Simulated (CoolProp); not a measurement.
Vapour-liquid equilibrium of n-butane (1) + cyclohexane (2) at 87.25 °C; x and y are mole fractions of (1).

The numbers come from the multi-fluid Helmholtz-energy mixture model, Bücker 2006 and Zhou 2014; pair parameters Bell 2016 in CoolProp.

Task: Give the bubble pressure and the first vapour's composition at x = 0.65, 0.75, 0.85. Is there an azeotrope?

Result: x = 0.65: 773.1 kPa, y = 0.931; x = 0.75: 883.3 kPa, y = 0.954; x = 0.85: 996.1 kPa, y = 0.973. No azeotrope shows between x = 0.05 and 0.95.

The pair parameters rest on a limited set of measurements; away from them the model extrapolates.
